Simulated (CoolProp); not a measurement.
The numbers come from the reference Helmholtz-energy equation of state, Thol 2019 in CoolProp.

Task: For decamethylcyclopentasiloxane (D5), give the phase and the Z, cp (kJ/(kg K)), speed of sound (m/s), expansivity (1/kK) at 346.85 °C and 0.674 MPa; 346.85 °C and 1.01 MPa; 346.85 °C and 2.36 MPa.

Result: 
- 346.85 °C and 0.674 MPa: gas; Z 0.730, cp 2.06, speed of sound 85.1, expansivity 4.95
- 346.85 °C and 1.01 MPa: gas; Z 0.495, cp 2.57, speed of sound 52.4, expansivity 21.1
- 346.85 °C and 2.36 MPa: supercritical; Z 0.315, cp 2.29, speed of sound 166, expansivity 4.51
